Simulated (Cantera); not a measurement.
Charge: 1 mol Si₃H₈, 0.3 mol Cl₂, 30 mol H₂, held at 1350 K and 1 atm.

Cantera equilibrium calculation (NASA polynomials, part measured and part estimated; ideal gas, pure solids and liquids). Candidate condensed phases: Si; 19 gas species. The feed counts by its element totals alone. The tables' values for SiCl₃ are old estimates; treat these amounts as uncertain. Rates play no part.

Base state: H₂ 0.984, HCl 0.0152, SiCl₂ 0.000656, SiHCl₃ 0.000154, SiH₂Cl₂ 8.35e-5, SiCl₃ 7.39e-5, SiCl₄ 4.14e-5, SiH₃Cl 1.29e-5 (mole fractions); condensed: Si(s).

Problem. What changes in the equilibrium state with this change: temperature from 1350 K to 850 K?

Solution. 
| species | before | after |
|---|---|---|
| H₂ | 0.984 | 0.994 |
| SiHCl₃ | 0.000154 | 0.00293 |
| SiCl₄ | 4.14e-5 | 0.00173 |
| HCl | 0.0152 | 0.000970 |
| SiCl₂ | 0.000656 | 1.13e-6 |
| SiCl₃ | 7.39e-5 | 5.23e-6 |
| SiH₂Cl₂ | 8.35e-5 | 0.000439 |
| Si(s), mol | 2.96 | 2.83 |
